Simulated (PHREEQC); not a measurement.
0.21 g of hydrous ferric oxide (600 m²/g; 0.2 weak and 0.005 strong sites per Fe, Dzombak-Morel constants, diffuse double layer) in 1 kg of water with 0.001 mol/kgw of an inert sodium salt and 1.7e-06 mol PbCl2, 3.2e-06 mol CuCl2 and 8e-05 mol ZnSO4, at 25 °C; the pH is set by adding NaOH or the inert anion's acid. Oxygen is held at 0.21 atm. The system is closed to CO2. Precipitation was switched off in this run.

The series has 13 steps of pH, from 4 to 12.

Equilibrium calculation in PHREEQC: ion-association model, wateq4f.dat.

### Question
Near which pH is half of the Cu sorbed, and on which side is more sorbed?

### Answer
Near pH 4.9, with more sorbed at higher pH.

### Question
Near which pH is half of the S sorbed, and on which side is more sorbed?

### Answer
Near pH 6.5, with more sorbed at lower pH.

### Question
Near which pH is half of the Zn sorbed, and on which side is more sorbed?

### Answer
Near pH 6.7, with more sorbed at higher pH.

The database's constant for dissolved Cu(OH)2 is higher than later reviews accept.
